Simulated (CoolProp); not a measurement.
Ethanol along the isotherm 620 K: density (kg/m³) from the reference equation and from simpler models built on Tc = 514.7 K, pc = 62.68 bar, ω = 0.644; each cubic takes its own stable root.

Computed with CoolProp (reference Helmholtz-energy equation of state, Schroeder 2014).

```json
[
 {"p (bar)": "7.83", "phase": "gas", "reference": "7.106"},
 {"p (bar)": "15.7", "phase": "gas", "reference": "14.48"},
 {"p (bar)": "23.5", "phase": "gas", "reference": "22.03"},
 {"p (bar)": "31.3", "phase": "gas", "reference": "29.85"},
 {"p (bar)": "39.2", "phase": "gas", "reference": "38.07"},
 {"p (bar)": "47", "phase": "gas", "reference": "46.51"},
 {"p (bar)": "54.8", "phase": "gas", "reference": "55.31"},
 {"p (bar)": "62.7", "phase": "supercritical", "reference": "64.65"},
 {"p (bar)": "70.5", "phase": "supercritical", "reference": "74.33"},
 {"p (bar)": "78.3", "phase": "supercritical", "reference": "84.54"},
 {"p (bar)": "86.2", "phase": "supercritical", "reference": "95.48"},
 {"p (bar)": "94", "phase": "supercritical", "reference": "107.0"}
]
```

### Question
How far does each simpler model (Redlich-Kwong, Peng-Robinson) lie from the reference over these 12 states: mean and median of the absolute difference, and the worst?

### Answer
- Redlich-Kwong: mean 8.1 %, median 7.7 %, worst +16.1 % at 620 K and 94 bar
- Peng-Robinson: mean 3.2 %, median 3.6 %, worst +4.5 % at 620 K and 70.5 bar
